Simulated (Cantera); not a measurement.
Feed: 1 mol (CH3)2SiCl2, 31 mol H2, at 2498.15 K and 17.3 Torr.

Equilibrium computed with Cantera from the NASA thermochemical tables; the gas is ideal and each condensed phase is pure. Candidate condensed phases: C, C6H6, C7H8, C8H18, Si, SiC; 109 gas species. The feed counts by its element totals alone. The tables' values for SiCl are old estimates; treat these amounts as uncertain. Gases not in the tables: Si2H6 and higher silanes. Rates play no part.

Base state: H2 0.772, H 0.144, HCl 0.0444, Si 0.0177, C2H2 (acetylene) 0.00829, Cl 0.00587, SiC2 0.00456, Si2C 0.000915 (mole fractions); condensed: C(graphite).

Q: What changes in the equilibrium state with this change: temperature from 2498.15 K to 1698 K?

A: 
| species | before | after |
|---|---|---|
| H2 | 0.772 | 0.942 |
| HCl | 0.0444 | 0.0567 |
| H | 0.144 | 0.000925 |
| Si | 0.0177 | 4.19e-7 |
| SiCl2 | 0.000327 | 0.000180 |
| SiC2 | 0.00456 | 3.25e-9 |
| Si2C | 0.000915 | 2.50e-9 |
| C2H | 0.000111 | <1e-9 |
| C(graphite), mol | 0.948 | 1.00 |
| SiC(s), mol | 0 | 0.994 |

Q: What changes in the equilibrium state with this change: temperature from 2498.15 K to 2348 K?

A: 
```
species             before    after
----------------  --------  -------
H2                   0.772    0.853
H                    0.144   0.0752
HCl                 0.0444   0.0489
Si                  0.0177   0.0101
C3                 2.10e-5  1.73e-6
C2H               0.000111  2.09e-5
C4H2               3.67e-5  1.05e-5
C(graphite), mol     0.948     1.07
SiC(s), mol              0    0.425
```
